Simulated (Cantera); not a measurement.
Cantera with NASA thermochemical tables; ideal gases at 1 bar, condensed phases pure. Values are per mole of reaction as written; species without (g) are pure solids or liquids, kept so even where they would boil at 1 bar. The tables' values for SiF2 are old estimates.

a) Si + F2(g) = SiF2(g)
b) Cu + F2(g) = CuF2(g)
c) 0.6667 C + F2(g) = 0.6667 CF3(g)

Q: Order these by ΔG° at 1298 K, most negative first.

A: a (-627 kJ), b (-301 kJ), c (-273 kJ)
